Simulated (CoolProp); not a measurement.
Computed with CoolProp (reference Helmholtz-energy equation of state, Lemmon 2006). It is a short technical equation, of lower accuracy than the large ones.

Problem. For CH3F (R41), give the phase and the cp (kJ/(kg K)), cv (kJ/(kg K)), speed of sound (m/s) at 224.7 K and 26100 kPa; 276.9 K and 17.6 kPa.

Solution. 
- 224.7 K and 26100 kPa: liquid; cp 2.00, cv 1.22, speed of sound 1100
- 276.9 K and 17.6 kPa: gas; cp 1.07, cv 0.826, speed of sound 296
